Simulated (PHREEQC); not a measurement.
Make-up at 20 °C: 0.033 mol/kgw CuCl2, 0.18 mol/kgw H2SO4 and 0.0015 mol/kgw FeCl3. Closed to the air; pH follows from the charge balance.

Equilibrium calculation in PHREEQC: ion-association model, phreeqc.dat.

Task: The ionic strength comes out as 0.320 mol/kgw. What activity coefficients do FeCl+2, H+, CuCl+, Fe+3, FeSO4+ get?

Result: FeCl+2 0.25, H+ 0.78, CuCl+ 0.69, Fe+3 0.11, FeSO4+ 0.71.

This is a speciation only: nothing precipitates in the calculation.
